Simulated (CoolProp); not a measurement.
A single-stage vapour-compression cycle with c-C4F8 (RC318): evaporating at 261.15 K (dew point), condensing at 287.15 K (bubble point), superheat 2 K, subcooling 5 K, compressor efficiency 0.65, no pressure losses. Each further row changes one setting.

Computed with CoolProp (reference Helmholtz-energy equation of state, Platzer 1990). This equation is an older, rougher fit; its heat capacities, sound speeds and derivatives of the liquid may be far off and weren't checked against measurements.

```json
[
 {"case": "as stated", "cooling COP": "5.94", "pressure ratio": "2.76", "discharge temperature (K)": "287.7", "refrigerating effect (kJ/kg)": "98.3", "volumetric capacity (kJ/m³)": "730"},
 {"case": "evaporating temperature 266.15 K", "cooling COP": "(withheld)", "pressure ratio": "2.23", "discharge temperature (K)": "287.8", "refrigerating effect (kJ/kg)": "102", "volumetric capacity (kJ/m³)": "(withheld)"},
 {"case": "condensing temperature 282.15 K", "cooling COP": "(withheld)", "pressure ratio": "2.31", "discharge temperature (K)": "(withheld)", "refrigerating effect (kJ/kg)": "104", "volumetric capacity (kJ/m³)": "770"},
 {"case": "subcooling 10 K", "cooling COP": "6.26", "pressure ratio": "2.76", "discharge temperature (K)": "287.7", "refrigerating effect (kJ/kg)": "104", "volumetric capacity (kJ/m³)": "770"},
 {"case": "superheat 12 K", "cooling COP": "(withheld)", "pressure ratio": "2.76", "discharge temperature (K)": "298.1", "refrigerating effect (kJ/kg)": "106", "volumetric capacity (kJ/m³)": "(withheld)"},
 {"case": "compressor efficiency 0.55", "cooling COP": "5.03", "pressure ratio": "2.76", "discharge temperature (K)": "291.5", "refrigerating effect (kJ/kg)": "98.3", "volumetric capacity (kJ/m³)": "730"}
]
```

Problem. Complete the blanks.

Solution. 
- evaporating temperature 266.15 K, cooling COP: 7.70
- evaporating temperature 266.15 K, volumetric capacity (kJ/m³): 924
- condensing temperature 282.15 K, cooling COP: 7.58
- condensing temperature 282.15 K, discharge temperature (K): 283.4
- superheat 12 K, cooling COP: 6.08
- superheat 12 K, volumetric capacity (kJ/m³): 754
